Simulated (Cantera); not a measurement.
Charge: 1 mol (CH₃)₂SiCl₂, 0.016 mol CH₄, a varied amount of H₂, equilibrated at 1977 °C and 10.0 Torr.

Method: chemical equilibrium by Gibbs-energy minimisation in Cantera with the NASA 1993 tables (ideal gas, pure condensed phases). Candidate condensed phases: C, C₆H₆, C₇H₈, C₈H₁₈, Si, SiC; 109 gas species. The feed counts by its element totals alone. Gases not in the tables: Si₂H₆ and higher silanes. Kinetics and transport are ignored.

Q: What share of the Si ends up in condensed phases as a function of n(H₂) (mol), at 1.3, 2.4, 4.6, 8.7, 16, 31, 59, 110, 210, 390, 740, 1400?

A: 
```
n(H₂) (mol)  Si condensed (%)      as
-----------  ----------------  ------
1.3                      78.2  SiC(s)
2.4                      80.2  SiC(s)
4.6                      82.1  SiC(s)
8.7                      82.3  SiC(s)
16                       79.3  SiC(s)
31                       69.9  SiC(s)
59                       49.8  SiC(s)
110                      12.0  SiC(s)
210                       0.0       -
390                       0.0       -
740                       0.0       -
1400                      0.0       -
```
